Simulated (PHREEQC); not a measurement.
Solution (11 °C): 0.11 mol Na2HPO4 and 0.19 mol NaCl per kg of water. Closed to the air; pH follows from the charge balance.

Computed with PHREEQC (ion-association model, phreeqc.dat).

No solid was allowed to form.

Problem. What pH, activity of water, density does the model give?

Solution. pH 9.11; activity of water 0.988; density 1.021 g/cm³.

Problem. In which forms is P present?

Solution. HPO4-2 84 %, NaHPO4- 15 % of the P.

Species that the database lacks are ignored. Constants without temperature data keep their 25 °C values here.
